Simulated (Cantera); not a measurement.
A jet of CH4 : O2 : N2 = 0.03 : 0.14 : 0.79 (molar parts) at 300 K and 82.5 Torr hits a platinum plate 4.2 cm away at a mass flux of 0.17 kg/m²/s; the plate temperature is set and raised in steps from an oxygen-covered start.

Computed with Cantera and Deutschmann's 1995 Pt surface mechanism with GRI-Mech 3.0 gas chemistry. Catalytic surfaces can have several steady states; this one follows from the mechanism file's or the stated starting coverage.

x: mole fraction at the wall; θ: surface coverage.

| plate T (K) | wall x CH4 | wall x O2 | wall x H2O | wall x OH | wall x CO | wall x CO2 | θ free Pt | θ O* | θ OH* |
|---|---|---|---|---|---|---|---|---|---|
| 850 | 0.0279 | 0.139 | 0.00621 | <1e-8 | 6.99e-6 | 0.00404 | 0.124 | 0.875 | 0.000723 |
| 900 | … | 0.131 | … | … | … | … | … | 0.816 | … |
| 950 | 0.0202 | 0.122 | 0.0206 | 7.39e-8 | 1.01e-5 | 0.0135 | 0.248 | 0.750 | 0.00112 |
| 1000 | 0.0162 | 0.114 | 0.0281 | 2.12e-7 | 1.09e-5 | 0.0184 | 0.318 | 0.681 | 0.00117 |
| 1050 | 0.0128 | 0.107 | 0.0342 | 5.34e-7 | 1.16e-5 | 0.0224 | 0.387 | 0.612 | 0.00114 |
| 1100 | … | 0.101 | 0.0388 | … | 1.22e-5 | 0.0255 | … | … | 0.00107 |
| 1150 | 0.00844 | 0.0975 | 0.0421 | 2.45e-6 | 1.31e-5 | 0.0277 | 0.521 | 0.478 | 0.000970 |

Problem. Fill in the missing entries.

Solution. 
- 900, wall x CH4: 0.0245
- 900, wall x H2O: 0.0127
- 900, wall x OH: 2.17e-8
- 900, wall x CO: 8.79e-6
- 900, wall x CO2: 0.00831
- 900, θ free Pt: 0.183
- 900, θ OH*: 0.000966
- 1100, wall x CH4: 0.0103
- 1100, wall x OH: 1.20e-6
- 1100, θ free Pt: 0.456
- 1100, θ O*: 0.543
